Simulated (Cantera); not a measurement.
A perfectly stirred reactor is fed with 0.306 % CO, 3.82 % O2, 0.296 % H2O, 95.6 % N2, equivalence ratio 0.040, at 5.72 atm; it is held at 1475 K, and followed from long to short residence time.

Cantera simulation using GRI-Mech 3.0 (53 species, 325 reactions); the numbers are that mechanism's predictions, not measurements.

One state of this run: x CO = 1.27e-5; x O2 = 0.0368; x H2O = 0.00296; x CO2 = 0.00305; x OH = 1.01e-5; x HO2 = 7.26e-8; x O = 1.24e-6. x: mole fraction; the columns are a selection and need not sum to one.

### Question
Which value of τ (s) does it belong to?
A. 0.00017
B. 0.15
C. 0.46
D. 1.4

### Answer
D, 1.4
